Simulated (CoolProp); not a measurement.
Propane along the isotherm 423.6 K: Z from the reference equation and from simpler models built on Tc = 369.9 K, pc = 42.51 bar, ω = 0.152; each cubic takes its own stable root.

Values from CoolProp's reference Helmholtz-energy equation of state, Lemmon 2009.

```json
[
 {"p (bar)": "11.8", "phase": "gas", "reference": "0.9372", "van der Waals": "0.9382", "Redlich-Kwong": "(withheld)", "Soave-Redlich-Kwong": "0.9378", "Peng-Robinson": "(withheld)"},
 {"p (bar)": "23.6", "phase": "gas", "reference": "0.8701", "van der Waals": "0.8695", "Redlich-Kwong": "0.8645", "Soave-Redlich-Kwong": "0.8720", "Peng-Robinson": "0.8550"},
 {"p (bar)": "35.4", "phase": "gas", "reference": "0.7977", "van der Waals": "0.7912", "Redlich-Kwong": "0.7891", "Soave-Redlich-Kwong": "0.8022", "Peng-Robinson": "0.7783"},
 {"p (bar)": "47.2", "phase": "supercritical", "reference": "0.7192", "van der Waals": "0.6987", "Redlich-Kwong": "0.7074", "Soave-Redlich-Kwong": "0.7285", "Peng-Robinson": "(withheld)"},
 {"p (bar)": "59", "phase": "supercritical", "reference": "(withheld)", "van der Waals": "0.5876", "Redlich-Kwong": "0.6214", "Soave-Redlich-Kwong": "(withheld)", "Peng-Robinson": "0.6209"},
 {"p (bar)": "70.9", "phase": "supercritical", "reference": "0.5534", "van der Waals": "0.4993", "Redlich-Kwong": "0.5440", "Soave-Redlich-Kwong": "(withheld)", "Peng-Robinson": "0.5524"},
 {"p (bar)": "82.7", "phase": "supercritical", "reference": "0.4948", "van der Waals": "0.4880", "Redlich-Kwong": "0.5021", "Soave-Redlich-Kwong": "0.5430", "Peng-Robinson": "0.5089"},
 {"p (bar)": "94.5", "phase": "supercritical", "reference": "(withheld)", "van der Waals": "0.5072", "Redlich-Kwong": "0.4937", "Soave-Redlich-Kwong": "0.5284", "Peng-Robinson": "0.4922"},
 {"p (bar)": "106", "phase": "supercritical", "reference": "0.4728", "van der Waals": "(withheld)", "Redlich-Kwong": "0.5023", "Soave-Redlich-Kwong": "0.5319", "Peng-Robinson": "0.4928"}
]
```

Problem. Fill in the missing entries.

Solution. 
- 11.8, Redlich-Kwong: 0.9345
- 11.8, Peng-Robinson: 0.9289
- 47.2, Peng-Robinson: 0.6992
- 59, reference: 0.6354
- 59, Soave-Redlich-Kwong: 0.6533
- 70.9, Soave-Redlich-Kwong: 0.5856
- 94.5, reference: 0.4716
- 106, van der Waals: 0.5356
